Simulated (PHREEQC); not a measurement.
PHREEQC input (Pitzer model, pitzer.dat):

```
SOLUTION 1
  temp 15
  units mol/kgw
  pH 7 charge
  Cl 0.2622
  Na 0.25
  Mg 0.0061
END
USE solution 1
INCREMENTAL_REACTIONS false
REACTION 1
  H2O -1
  0 9.886 18.011 24.689 30.178 34.689 38.397 41.444
  43.949 46.007 47.699 49.089 50.232 51.172 51.944 52.578
  53.1 53.528 53.88 54.17 54.408 54.603 54.764 54.896
  55.005 55.094 55.168 55.228 moles
EQUILIBRIUM_PHASES 1
  Bischofite 0 0
  Brucite 0 0
  Halite 0 0
  MgCl2_4H2O 0 0
SELECTED_OUTPUT 1
  -reset false
  -pH true
  -pe true
  -ionic_strength true
  -water true
  -activities H2O
  -totals Cl Mg Na
  -molalities H+ Na+ Mg+2 Cl- OH- MgOH+
  -equilibrium_phases Bischofite Brucite Halite MgCl2_4H2O
PRINT
  -reset false
END
```

Selected output (columns that matter, 15 of 28 rows; water left (kg) added in front):

```
water left (kg)	pH	mu	Cl	Mg	Na	m_H+	m_Na+	m_Mg+2	m_Cl-	m_OH-	la_H2O	Halite
1	7.0983	0.2683	0.2622	0.0061	0.25	9.921e-08	0.25	0.0061	0.2622	8.4332e-08	-0.0037265	0
0.675514	7.0743	0.39718	0.38815	0.0090302	0.37009	1.0302e-07	0.37009	0.0090301	0.38815	8.4394e-08	-0.0055088	0
0.456313	7.0411	0.58797	0.57461	0.013368	0.54787	1.0663e-07	0.54787	0.013368	0.57461	8.3088e-08	-0.0081735	0
0.30824	6.9931	0.87043	0.85064	0.01979	0.81106	1.0999e-07	0.81106	0.01979	0.85064	7.9471e-08	-0.012195	0
0.208215	6.92	1.2886	1.2593	0.029297	1.2007	1.1352e-07	1.2007	0.029297	1.2593	7.2101e-08	-0.018358	0
0.140655	6.8015	1.9075	1.8641	0.043369	1.7774	1.1917e-07	1.7774	0.043369	1.8641	5.9138e-08	-0.028042	0
0.0950203	6.5969	2.8236	2.7594	0.064197	2.631	1.3328e-07	2.631	0.064197	2.7594	3.9823e-08	-0.043854	0
0.0641769	6.2381	4.1806	4.0856	0.09505	3.8955	1.7255e-07	3.8955	0.09505	4.0856	1.8704e-08	-0.071145	0
0.0527548	5.9767	5.0858	4.9702	0.11563	4.7389	2.1227e-07	4.7389	0.11563	4.9702	1.0552e-08	-0.092274	0
0.0356396	5.584	6.2873	6.1161	0.17116	5.7738	3.0808e-07	5.7738	0.17116	6.1161	4.4833e-09	-0.12369	0.044223
0.0240733	5.4877	6.3771	6.1237	0.25339	5.6169	3.7598e-07	5.6169	0.25339	6.1237	3.8599e-09	-0.12443	0.11478
0.0162724	5.3853	6.5111	6.1363	0.37487	5.3865	4.5996e-07	5.3865	0.37487	6.1363	3.3887e-09	-0.1256	0.16235
0.0109937	5.2729	6.713	6.1581	0.55486	5.0484	5.6468e-07	5.0484	0.55486	6.1581	3.0571e-09	-0.1275	0.1945
0.0074265	5.1447	7.0203	6.1989	0.82138	4.5561	6.9601e-07	4.5561	0.82138	6.1989	2.8607e-09	-0.13076	0.21616
0.00501235	4.9886	7.4998	6.2828	1.217	3.8488	8.6287e-07	3.8488	1.217	6.2828	2.7926e-09	-0.13675	0.23071
```

Species that the database lacks are ignored.
